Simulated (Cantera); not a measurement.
# Pyrogenic steam for wet oxidation

An isothermal, constant-pressure homogeneous reactor starts with H2 : O2 : N2 = 0.77 : 1 : 98 (molar parts), equivalence ratio 0.39, at 950 K and 97.5 Torr.

Cantera simulation using the H2/O2 subset of GRI-Mech 3.0, which has no nitrogen chemistry; the numbers are that mechanism's predictions, not measurements. Radical loss at walls, strong at low pressure, is not modelled.

```json
[
 {"t (s)": "2.00e-6", "x H2": "0.00772", "x O2": "0.0100", "x HO2": "<1e-12", "x H2O2": "<1e-12", "x O": "<1e-12"},
 {"t (s)": "7.97e-6", "x H2": "0.00772", "x O2": "0.0100", "x HO2": "<1e-12", "x H2O2": "<1e-12", "x O": "<1e-12"},
 {"t (s)": "3.17e-5", "x H2": "0.00772", "x O2": "0.0100", "x HO2": "<1e-12", "x H2O2": "<1e-12", "x O": "<1e-12"},
 {"t (s)": "0.000126", "x H2": "0.00772", "x O2": "0.0100", "x HO2": "<1e-12", "x H2O2": "<1e-12", "x O": "<1e-12"},
 {"t (s)": "0.000503", "x H2": "0.00772", "x O2": "0.0100", "x HO2": "<1e-12", "x H2O2": "<1e-12", "x O": "<1e-12"},
 {"t (s)": "0.00200", "x H2": "0.00772", "x O2": "0.0100", "x HO2": "4.09e-12", "x H2O2": "<1e-12", "x O": "<1e-12"},
 {"t (s)": "0.00798", "x H2": "0.00772", "x O2": "0.0100", "x HO2": "7.80e-11", "x H2O2": "<1e-12", "x O": "5.88e-11"},
 {"t (s)": "0.0318", "x H2": "0.00631", "x O2": "0.00941", "x HO2": "8.89e-7", "x H2O2": "1.56e-8", "x O": "0.000113"},
 {"t (s)": "0.127", "x H2": "4.27e-5", "x O2": "0.00620", "x HO2": "3.87e-7", "x H2O2": "4.09e-8", "x O": "1.00e-5"},
 {"t (s)": "0.504", "x H2": "4.42e-6", "x O2": "0.00619", "x HO2": "9.68e-8", "x H2O2": "1.19e-8", "x O": "6.65e-7"},
 {"t (s)": "2.01", "x H2": "3.11e-7", "x O2": "0.00619", "x HO2": "1.12e-8", "x H2O2": "1.88e-9", "x O": "5.70e-8"},
 {"t (s)": "8.00", "x H2": "1.25e-8", "x O2": "0.00619", "x HO2": "1.02e-9", "x H2O2": "2.55e-10", "x O": "6.10e-9"}
]
```
x: mole fraction; the columns are a selection and need not sum to one.

Equilibrium at this temperature and pressure: H2 5.01e-12, O2 0.00619, HO2 4.77e-12, H2O2 <1e-12, O 6.98e-12 (gas phase only).
